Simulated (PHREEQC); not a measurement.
**Acid rinse or clean (model solution)**

A solution holds 0.077 mol/kgw HCl and 6.5e-05 mol/kgw AlCl3, at 27 °C. Closed to the air; pH follows from the charge balance.

All values are PHREEQC results (ion-association model, phreeqc.dat), not measurements.

```yaml
pH: 1.19
ionic_strength: 0.0774 mol/kgw
specific_conductance: 29100 µS/cm
density: 0.998 g/cm³
total_alkalinity: -77.0 meq/kg
```

```tsv
species	molality	activity	log γ
Cl-	0.0772	0.0605	-0.106
H+	0.0770	0.0643	-0.078
Al+3	6.50e-5	1.29e-5	-0.703
AlOH+2	5.43e-9	2.26e-9	-0.381
```

No solid was allowed to form.
